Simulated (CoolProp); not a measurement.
Vapour-liquid equilibrium of R113 (1) + n-heptane (2) at 0.167 bar; x and y are mole fractions of (1).

Computed with CoolProp (multi-fluid Helmholtz-energy mixture model, Marx 1992 and Span 2003; pair parameters Bell 2016).

```csv
x,bubble temperature (K),y at the bubble point,dew temperature at overall composition x (K),liquid density (mol/L)
0.05,313.0,0.300,319.1,6.717
0.15,302.6,0.610,316.8,6.938
0.25,295.5,0.754,314.4,?
0.35,290.6,0.831,311.6,7.328
0.45,286.9,0.879,?,7.515
0.55,284.1,0.911,305.0,7.702
0.65,281.8,0.936,300.8,7.893
0.75,279.8,0.956,295.8,8.091
0.85,277.9,?,289.2,8.297
0.95,276.2,0.991,280.3,8.515
```

### Question
What belongs in the gaps?

### Answer

- 0.25, liquid density (mol/L): 7.138
- 0.45, dew temperature at overall composition x (K): 308.5
- 0.85, y at the bubble point: 0.974

No azeotrope shows between x = 0.05 and 0.95.

Pair parameters are fitted to limited data, so mixtures are less certain than the pure fluids.
